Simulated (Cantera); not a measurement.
A perfectly stirred reactor is fed with CO : O2 : H2O : N2 : CH4 = 0.0095 : 0.0021 : 0.0019 : 1 : 0.0012 (molar parts), at 7500 Torr; it is held at 1425 K, and followed from long to short residence time.

Detailed kinetics in Cantera: GRI-Mech 3.0 (53 species, 325 reactions).

x: mole fraction; the columns are a selection and need not sum to one.

| τ (s) | x CO | x O2 | x H2O | x OH | x N2O | x NO2 | x O |
|---|---|---|---|---|---|---|---|
| 1.3 | 0.00745 | 0.000119 | 0.00244 | 1.12e-8 | 3.33e-9 | 9.11e-12 | 3.24e-9 |
| 0.62 | 0.00772 | 0.000177 | 0.00256 | 1.81e-8 | 6.55e-9 | 1.59e-11 | 6.72e-9 |
| 0.29 | 0.00800 | 0.000260 | 0.00265 | 3.02e-8 | 1.25e-8 | 2.66e-11 | 1.39e-8 |
| 0.14 | 0.00827 | ___ | 0.00271 | ___ | ___ | 4.12e-11 | ___ |
| 0.064 | 0.00855 | 0.000547 | 0.00271 | 8.21e-8 | 3.53e-8 | 5.92e-11 | 5.02e-8 |
| 0.030 | 0.00884 | 0.000810 | 0.00264 | 1.23e-7 | 4.77e-8 | 6.67e-11 | 8.10e-8 |
| 0.014 | 0.00912 | 0.00130 | 0.00239 | 1.35e-7 | 4.33e-8 | 3.81e-11 | 8.99e-8 |
| 0.0065 | 0.00933 | 0.00203 | 0.00190 | 1.80e-8 | 4.01e-9 | <1e-12 | 1.12e-8 |
| 0.0030 | 0.00935 | 0.00206 | 0.00188 | ___ | ___ | <1e-12 | ___ |

Problem. Some entries are withheld; supply them.

Solution. 
- 0.14, x O2: 0.000372
- 0.14, x OH: 4.96e-8
- 0.14, x N2O: 2.17e-8
- 0.14, x O: 2.67e-8
- 0.0030, x OH: 8.81e-9
- 0.0030, x N2O: 1.09e-9
- 0.0030, x O: 5.47e-9
